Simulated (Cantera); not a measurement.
Stirred combustor or abatement burner

A perfectly stirred reactor is fed with H2 : O2 : N2 = 1 : 0.294 : 1.11 (molar parts), equivalence ratio 1.7, at 7500 Torr; it is adiabatic with a 750 K inlet, and is followed from long to short residence time, starting on the burning branch (τ in s: 0.042, 0.019, 0.0089, 0.004, 0.0019, 0.00085, 0.00039, 0.00018, 8.1e-05, 3.7e-05, 1.7e-05).

Detailed kinetics in Cantera: GRI-Mech 3.0 (53 species, 325 reactions). The hydrogen kinetics of GRI-Mech 3.0 are dated; newer H2 mechanisms differ, most at raised pressure.

```csv
τ (s),T (K),x H2,x O2,x H,x N2O,x H2O2
0.042,2519,0.194,1.26e-5,0.00389,1.80e-8,2.02e-8
0.019,2519,0.194,1.70e-5,0.00395,1.79e-8,2.16e-8
0.0089,2517,0.193,2.57e-5,0.00408,1.77e-8,2.44e-8
0.0040,2515,0.193,4.43e-5,0.00436,1.74e-8,3.07e-8
0.0019,2511,0.193,7.67e-5,0.00486,1.72e-8,4.26e-8
0.00085,2503,0.193,0.000138,0.00587,1.75e-8,6.82e-8
0.00039,2489,0.192,0.000237,0.00754,1.85e-8,1.15e-7
0.00018,2467,0.191,0.000396,0.0101,2.01e-8,1.95e-7
8.1e-5,2434,0.190,0.000667,0.0140,2.26e-8,3.24e-7
3.7e-5,2388,0.188,0.00112,0.0193,2.61e-8,4.98e-7
1.7e-5,2325,0.186,0.00187,0.0264,3.08e-8,7.22e-7
```
x: mole fraction; the columns are a selection and need not sum to one.
